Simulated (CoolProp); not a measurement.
Vapour pressure (MPa) of ethylene: the reference equation beside estimates from Tc = 282.4 K, pc = 5.042 MPa, ω = 0.087. Clausius-Clapeyron is anchored at 151 K with a constant enthalpy of vaporisation of 14.25 kJ/mol.

Values from CoolProp's reference Helmholtz-energy equation of state, Smukala 2000.

| T (K) | reference | Lee-Kesler | Clausius-Clapeyron | van der Waals | Redlich-Kwong | Soave-Redlich-Kwong |
|---|---|---|---|---|---|---|
| 151 | 0.02956 | 0.02923 | 0.02956 | 0.2180 | 0.02761 | 0.02914 |
| 168.4 | 0.09561 | 0.09483 | 0.09548 | 0.4231 | 0.09693 | 0.09464 |
| 185.8 | 0.2426 | 0.2420 | 0.2476 | 0.7317 | 0.2558 | 0.2415 |
| 203.2 | 0.5182 | 0.5185 | 0.5454 | 1.162 | 0.5546 | 0.5190 |
| 220.6 | 0.9761 | 0.9772 | 1.061 | 1.731 | 1.045 | 0.9829 |
| 238 | 1.675 | 1.674 | 1.871 | 2.451 | 1.778 | 1.693 |
| 255.4 | 2.678 | 2.674 | 3.056 | 3.333 | 2.798 | 2.711 |
| 272.8 | 4.066 | 4.066 | 4.688 | 4.387 | 4.147 | 4.099 |

Absolute difference from the reference over all 8 rows, mean and median: Lee-Kesler 0.3 and 0.1 %, Clausius-Clapeyron 7.2 and 7.0 %, van der Waals 182.7 and 100.8 %, Redlich-Kwong 5.0 and 5.8 %, Soave-Redlich-Kwong 0.9 and 0.9 %.
